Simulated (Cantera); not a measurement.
An isothermal, constant-pressure homogeneous reactor starts with NH3 : H2 = 1 : 0.94 (molar parts), at 1973 K and 45.0 Torr.

Model: the gas-phase N/H chemistry of the illustrative SiF4/NH3 mechanism in the Surface Chemkin manual (1991), integrated in Cantera. Walls and surfaces, which speed up NH3 decomposition in real reactors, are not modelled.

Predict: x(NH3) at 1.00 s; x(H2) at 1.00 s; x(N) at 1.00 s; x(H) at 1.00 s; x(N2H2) at 1.00 s; x(NH) at 1.00 s.


```json
{
  "x(NH3) at 1.00 s": "0.115 (gas-phase equilibrium 3.88e-7)",
  "x(H2) at 1.00 s": "0.752 (gas-phase equilibrium 0.825)",
  "x(N) at 1.00 s": "8.11e-7 (gas-phase equilibrium 1.02e-9)",
  "x(H) at 1.00 s": "0.000652 (gas-phase equilibrium 0.00504)",
  "x(N2H2) at 1.00 s": "5.41e-7 (gas-phase equilibrium <1e-12)",
  "x(NH) at 1.00 s": "8.45e-6 (gas-phase equilibrium 1.46e-9)"
}
```
